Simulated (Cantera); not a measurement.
A perfectly stirred reactor is fed with CO : O2 : H2O : N2 = 0.014 : 0.05 : 0.016 : 1 (molar parts), equivalence ratio 0.14, at 900 Torr; it is held at 1275 K, and followed from long to short residence time.

Model: GRI-Mech 3.0 (53 species, 325 reactions), integrated in Cantera.

One state of this run: x CO = 0.000319; x O2 = 0.0402; x H2O = 0.0149; x H = 1.15e-6; x O = 1.79e-5; x NO2 = 7.68e-9; x H2 = 4.26e-6. x: mole fraction; the columns are a selection and need not sum to one.

**Question.** Which value of τ (s) does it belong to?
(A) 0.0070
(B) 0.24
(C) 0.38
(D) 0.011

**Answer.** B, 0.24
